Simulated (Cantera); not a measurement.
Feed: 1 mol Si, 1.6 mol H2O, 85 mol H2, at 13300 Pa.

Method: chemical equilibrium by Gibbs-energy minimisation in Cantera with the NASA 1993 tables (ideal gas, pure condensed phases). Candidate condensed phases: H2O, Si, SiO2; 18 gas species. Mutual solubility and eutectic melting of coexisting phases are not modelled. The tables hold silica as quartz up to 1696 K and as liquid above; real silica turns to tridymite and cristobalite and melts near 1996 K. Equilibrium is a limit: real reactors are often held back by kinetics, nucleation or transport.

**Question.** At 1425 K, list the 3 most abundant gas species with their mole fractions, and the condensed phases.

**Answer.** H2 0.999, SiO 0.000921, H 1.87e-5. Condensed: Si(s) + SiO2(β-quartz).
